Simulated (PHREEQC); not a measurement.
Copper plating or etch bath

Consider water at 68 °C with 0.01 mol CuSO4, 0.021 mol HCl and 0.00062 mol FeCl3 per kg of water. Closed to the air; pH follows from the charge balance.

Model: ion-association model, phreeqc.dat, run in PHREEQC.

Each row changes one thing in this solution. This is a speciation only: nothing precipitates in the calculation.

```json
[
 {"case": "as made", "pH": "1.88", "ionic strength (mol/kgw)": "0.0432", "Cl- (mol/kgw)": "0.0215"},
 {"case": "CuSO4 left out", "pH": "1.73", "ionic strength (mol/kgw)": "0.0236", "Cl- (mol/kgw)": "0.0227"},
 {"case": "FeCl3 left out", "pH": "1.89", "ionic strength (mol/kgw)": "0.0418", "Cl- (mol/kgw)": "0.0198"},
 {"case": "HCl from 0.021 to 0.0021 mol/kgw", "pH": "2.91", "ionic strength (mol/kgw)": "0.0295", "Cl- (mol/kgw)": "0.00373"},
 {"case": "CuSO4 from 0.01 to 0.05 mol/kgw", "pH": "2.23", "ionic strength (mol/kgw)": "0.120", "Cl- (mol/kgw)": "0.0194"}
]
```

Species that the database lacks are ignored. Some of these states are supersaturated (in Hematite (slow to form), Goethite (slow to form), for instance). Constants without temperature data keep their 25 °C values here.
